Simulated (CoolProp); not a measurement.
Nitrogen along the isobar 136 bar: density (kg/m³) from the reference equation and from simpler models built on Tc = -147.0 °C, pc = 33.96 bar, ω = 0.037; each cubic takes its own stable root.

Values from CoolProp's reference Helmholtz-energy equation of state, Span 2000.

```json
[
 {"T (°C)": "-172.05", "phase": "liquid", "reference": "741.6"},
 {"T (°C)": "-159.05", "phase": "liquid", "reference": "684.3"},
 {"T (°C)": "-146.15", "phase": "supercritical", "reference": "621.7"},
 {"T (°C)": "-133.15", "phase": "supercritical", "reference": "551.3"},
 {"T (°C)": "-120.25", "phase": "supercritical", "reference": "475.8"},
 {"T (°C)": "-107.35", "phase": "supercritical", "reference": "402.6"},
 {"T (°C)": "-94.35", "phase": "supercritical", "reference": "341.2"},
 {"T (°C)": "-81.45", "phase": "supercritical", "reference": "295.1"},
 {"T (°C)": "-68.45", "phase": "supercritical", "reference": "260.5"}
]
```

Question: How far does each simpler model (van der Waals, Soave-Redlich-Kwong, Peng-Robinson) lie from the reference over these 9 states: mean and median of the absolute difference, and the worst?

Answer: 
- van der Waals: mean 13.6 %, median 13.6 %, worst -26.7 % at -172.05 °C and 136 bar
- Soave-Redlich-Kwong: mean 3.1 %, median 3.8 %, worst -5.0 % at -107.35 °C and 136 bar
- Peng-Robinson: mean 5.8 %, median 3.7 %, worst +12.7 % at -172.05 °C and 136 bar
